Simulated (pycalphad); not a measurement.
All values are pycalphad results on the COST 507 light-alloy database (1999) (1 atm), not direct measurements. These are 1990s assessments: newer ones move some temperatures and phases. Phase fractions are per mole of atoms.

**Question.** Give the equilibrium state of Al-2.721Si-9.382Mg (wt.%) at 730 K.

**Answer.** 
```
T = 730.00 K, P = 101325 Pa, N = 1 mol of atoms
G = -28960 J/mol, H = 10366 J/mol, S = 53.87 J/(mol K)  (SER reference)
chemical potentials (J/mol): Al -26738, Si -52613, Mg -41771
phase             fraction      x(Al)      x(Si)      x(Mg)
FCC_A1              0.9224     0.9442   2.01e-05     0.0558
MG2SI               0.0776       none     0.3333     0.6667
```

**Question.** Give the equilibrium state of Al-2.721Si-9.382Mg (wt.%) at 850 K.

**Answer.** 
```
T = 850.00 K, P = 101325 Pa, N = 1 mol of atoms
G = -35709 J/mol, H = 14726 J/mol, S = 59.34 J/(mol K)  (SER reference)
chemical potentials (J/mol): Al -33311, Si -47818, Mg -52910
phase             fraction      x(Al)      x(Si)      x(Mg)
FCC_A1              0.8540     0.9498   0.000523     0.0497
MG2SI               0.0732       none     0.3333     0.6667
LIQUID              0.0728     0.8210     0.0147     0.1643
```

Database names, with the compositions (at.%) that they take in these runs: MG2SI: Mg 67 Si 33. FCC_A1 is fcc. An entry "none" or "no" means that the model of the phase leaves that element out.
